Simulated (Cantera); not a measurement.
Feed: 1 mol CO, 0.016 mol NH₃, 0.027 mol H₂O, equilibrated at 44.0 bar.

Method: chemical equilibrium by Gibbs-energy minimisation in Cantera with the NASA 1993 tables (ideal gas, pure condensed phases). Candidate condensed phases: C, C₆H₆, C₇H₈, C₈H₁₈, H₂O; 169 gas species. Ions and electrons are included (thermal ionisation). The ideal-gas law is rough above about 30 bar. The numbers say what is thermodynamically allowed, not how fast it happens. All values below are at 2000 K.

Base state: CO 0.923, H₂ 0.0436, CO₂ 0.0210, N₂ 0.00755, H₂O 0.00454, H 5.12e-5, HCN 1.22e-5 (mole fractions); condensed: gas only.

Problem. What changes in the equilibrium state with this change: H₂O from 0.027 to 0.1 mol?

Solution. 
```csv
species,before,after
CO,0.923,0.823
H₂,0.0436,0.0818
CO₂,0.0210,0.0607
H₂O,0.00454,0.0277
HCN,1.22e-5,4.45e-6
H,5.12e-5,7.01e-5
N₂,0.00755,0.00706
```
